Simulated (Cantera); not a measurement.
**Thermodynamics of fluorocarbon and chlorocarbon gases, feed CCl4 + H2**

A closed system holds: 1 mol CCl4, a varied amount of H2, held at 948 K and 370 Pa.

Equilibrium computed with Cantera from the NASA thermochemical tables; the gas is ideal and each condensed phase is pure. Candidate condensed phases: C, C6H6, C7H8, C8H18; 91 gas species. Rates play no part.

| n(H2) (mol) | x HCl | x Cl2 | x H2 | x Cl | x CH4 | x CCl4 | x C2Cl4 | n C(graphite) |
|---|---|---|---|---|---|---|---|---|
| 0.49 | 0.393 | 0.605 | 2.18e-12 | 0.00219 | <1e-12 | 1.67e-5 | 9.13e-9 | 1.000 |
| 0.68 | 0.507 | 0.491 | 4.46e-12 | 0.00197 | <1e-12 | 1.10e-5 | 6.02e-9 | 1.000 |
| 0.88 | 0.611 | 0.388 | 8.19e-12 | 0.00175 | <1e-12 | 6.87e-6 | 3.75e-9 | 1.000 |
| 1.1 | 0.709 | 0.289 | 1.48e-11 | 0.00151 | <1e-12 | 3.83e-6 | 2.09e-9 | 1.000 |
| 1.3 | 0.787 | 0.211 | 2.50e-11 | 0.00129 | <1e-12 | 2.04e-6 | 1.12e-9 | 1.000 |
| 1.5 | 0.857 | 0.142 | 4.40e-11 | 0.00106 | <1e-12 | 9.25e-7 | 5.06e-10 | 1.000 |
| 1.7 | 0.919 | 0.0806 | 8.91e-11 | 0.000799 | <1e-12 | 2.97e-7 | 1.63e-10 | 1.000 |
| 1.9 | 0.974 | 0.0254 | 3.18e-10 | 0.000449 | <1e-12 | 2.95e-8 | 1.61e-11 | 1.00 |
| 2 | 1.000 | 2.08e-6 | 4.10e-6 | 4.05e-6 | <1e-12 | <1e-12 | <1e-12 | 1.00 |
| 2.2 | 0.952 | 1.62e-10 | 0.0476 | 3.58e-8 | 1.44e-6 | <1e-12 | <1e-12 | 1.000 |
| 2.4 | 0.909 | 7.75e-11 | 0.0909 | 2.48e-8 | 5.25e-6 | <1e-12 | <1e-12 | 1.000 |
| 2.6 | 0.870 | 4.94e-11 | 0.130 | 1.98e-8 | 1.08e-5 | <1e-12 | <1e-12 | 1.000 |
| 2.8 | 0.833 | 3.55e-11 | 0.167 | 1.68e-8 | 1.76e-5 | <1e-12 | <1e-12 | 1.000 |
x: gas mole fraction; n: condensed amount in mol.

From 0.49 mol H2 to 2.8 mol H2 the condensed part is C(graphite). The main C-bearing gas is CCl4 at 0.49 mol H2 and CH4 at 2.8 mol H2.
